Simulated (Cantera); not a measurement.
A perfectly stirred reactor is fed with CH3OH : O2 : N2 = 1 : 2.34 : 8.81 (molar parts), equivalence ratio 0.64, at 1.00 bar; it is adiabatic with a 500 K inlet, and is followed from long to short residence time, starting on the burning branch (τ in s: 0.022, 0.0097, 0.0042, 0.0018, 0.00077, 0.00033, 0.00014, 6.2e-05, 2.7e-05, 1.2e-05).

Detailed kinetics in Cantera: GRI-Mech 3.0 (53 species, 325 reactions). GRI-Mech 3.0 was tuned for natural gas; its chemistry of methanol as a main component is partial and can be far from experiment.

Problem. Predict: blow-out, bracketed by the residence times tried; x(CH3OH) at τ = 22.0 ms; x(O2) at τ = 22.0 ms; x(HO2) at τ = 22.0 ms; x(CH2O) at τ = 22.0 ms; x(H2O) at τ = 22.0 ms; x(CH3OH) at τ = 0.330 ms; x(O2) at τ = 0.330 ms; x(HO2) at τ = 0.330 ms; x(CH2O) at τ = 0.330 ms; x(H2O) at τ = 0.330 ms.

Solution. blow-out, bracketed by the residence times tried: burning at 0.330 ms, out at 0.140 ms
x(CH3OH) at τ = 22.0 ms: 6.42e-6
x(O2) at τ = 22.0 ms: 0.0663
x(HO2) at τ = 22.0 ms: 3.78e-6
x(CH2O) at τ = 22.0 ms: 5.60e-6
x(H2O) at τ = 22.0 ms: 0.156
x(CH3OH) at τ = 0.330 ms: 0.000139
x(O2) at τ = 0.330 ms: 0.0732
x(HO2) at τ = 0.330 ms: 5.58e-5
x(CH2O) at τ = 0.330 ms: 0.000119
x(H2O) at τ = 0.330 ms: 0.148
